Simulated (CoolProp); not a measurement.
Computed with CoolProp (reference Helmholtz-energy equation of state, de Reuck 1993).

Problem. For methanol, give the phase and the viscosity (µPa s), Prandtl number at 123.05 °C and 5.65 MPa; 171.55 °C and 5.65 MPa; 244.45 °C and 5.65 MPa.

Solution. 
- 123.05 °C and 5.65 MPa: liquid; viscosity 186, Prandtl number 3.43
- 171.55 °C and 5.65 MPa: liquid; viscosity 118, Prandtl number 2.80
- 244.45 °C and 5.65 MPa: gas; viscosity 17.1, Prandtl number 1.40

Viscosity comes from a separate model (Xiang 2006). Thermal conductivity comes from a separate model (Sykioti 2013).
